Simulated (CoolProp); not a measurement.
The numbers come from the reference Helmholtz-energy equation of state, Smukala 2000 in CoolProp.

**Question.** For ethylene, give the phase and the density (kg/m³), isothermal compressibility (1/MPa) at 28.15 °C and 2.02 MPa.

**Answer.** 
- 28.15 °C and 2.02 MPa: gas; density 25.7, isothermal compressibility 0.568
